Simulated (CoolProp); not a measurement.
A closed Brayton cycle with nitrogen: compressor inlet 330.15 K and 1.4 MPa, high pressure 4.23 MPa, turbine inlet 835 K, compressor efficiency 0.89, turbine efficiency 0.93, recuperator effectiveness 0.9 (on enthalpy, no pinch check). Each further row changes one setting.

Computed with CoolProp (reference Helmholtz-energy equation of state, Span 2000).

```csv
case,thermal efficiency (%),net work (kJ/kg),compressor to turbine work,compressor exit (K),turbine exit (K)
as stated,32.4,78.6,0.65,468.2,635.3
turbine inlet 785 K,(withheld),65.0,(withheld),468.2,(withheld)
compressor inlet 340.15 K,30.8,74.2,0.67,(withheld),635.3
high pressure 3.6 MPa,33.8,(withheld),(withheld),445.3,(withheld)
recuperator effectiveness 0.5,25.0,78.6,0.65,468.2,635.3
```

Problem. What belongs in the gaps?

Solution. 
- turbine inlet 785 K, thermal efficiency (%): 29.0
- turbine inlet 785 K, compressor to turbine work: 0.69
- turbine inlet 785 K, turbine exit (K): 595.6
- compressor inlet 340.15 K, compressor exit (K): 482.1
- high pressure 3.6 MPa, net work (kJ/kg): 74.1
- high pressure 3.6 MPa, compressor to turbine work: 0.62
- high pressure 3.6 MPa, turbine exit (K): 661.3
